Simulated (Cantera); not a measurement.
A perfectly stirred reactor is fed with CO : O₂ : H₂O : N₂ = 0.0032 : 0.04 : 0.0031 : 1 (molar parts), at 5.72 atm; it is held at 1475 K, and followed from long to short residence time.

Detailed kinetics in Cantera: GRI-Mech 3.0 (53 species, 325 reactions).

### Question
What does this change do: temperature 1475 to 1150 K?

### Answer
```json
[
 {"quantity": "x(CO) at τ = 4.40 s", "before": "5.39e-6", "after": "0.000172"},
 {"quantity": "x(O₂) at τ = 4.40 s", "before": "0.0368", "after": "0.0368"},
 {"quantity": "x(H₂O) at τ = 4.40 s", "before": "0.00296", "after": "0.00297"},
 {"quantity": "x(CO₂) at τ = 4.40 s", "before": "0.00306", "after": "0.00289"},
 {"quantity": "x(OH) at τ = 4.40 s", "before": "7.60e-6", "after": "2.25e-7"},
 {"quantity": "x(CO) at τ = 15.0 ms", "before": "0.000314", "after": "0.00276"},
 {"quantity": "x(O₂) at τ = 15.0 ms", "before": "0.0369", "after": "0.0381"},
 {"quantity": "x(H₂O) at τ = 15.0 ms", "before": "0.00295", "after": "0.00296"},
 {"quantity": "x(CO₂) at τ = 15.0 ms", "before": "0.00275", "after": "0.000302"},
 {"quantity": "x(OH) at τ = 15.0 ms", "before": "3.39e-5", "after": "3.83e-7"}
]
```
